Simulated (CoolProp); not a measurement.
Model: reference Helmholtz-energy equation of state, Lemmon 2013, in CoolProp.

Q: For propylene, give the phase and the Prandtl number at 380.7 K and 0.72 bar; 380.7 K and 3.04 bar; 380.7 K and 6.24 bar.

A: 
- 380.7 K and 0.72 bar: gas; Prandtl number 0.764
- 380.7 K and 3.04 bar: gas; Prandtl number 0.766
- 380.7 K and 6.24 bar: gas; Prandtl number 0.771

Viscosity comes from a separate model (Huber 2003), an estimate that may be off by 10 % or more. Thermal conductivity comes from a separate model (Huber 2003), an estimate that may be off by 10 % or more.
